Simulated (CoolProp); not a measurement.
Values from CoolProp's reference Helmholtz-energy equation of state, Lemmon 2006. It is a short technical equation, of lower accuracy than the large ones.

Problem. Give the vapour pressure (MPa), vapour density (kg/m³) of saturated C2F6 (R116) at 218.3 K.

Solution. 
```
T (K)  p (MPa)  vapour density (kg/m³)
-----  -------  ----------------------
218.3    0.304                    25.6
```
